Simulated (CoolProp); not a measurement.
Hydrogen chloride at 374.1 K and 5.24 MPa is compressed adiabatically to 21.9 MPa with isentropic efficiency 0.75. Each further row changes one setting.

Computed with CoolProp (reference Helmholtz-energy equation of state, Thol 2018).

```
case             work (kJ/kg)  final temperature (K)  final density (kg/m³)
---------------  ------------  ---------------------  ---------------------
as stated                 175                  612.2                    168
efficiency 1              131                  570.2                    187
efficiency 0.65           201                  639.0                    159
```
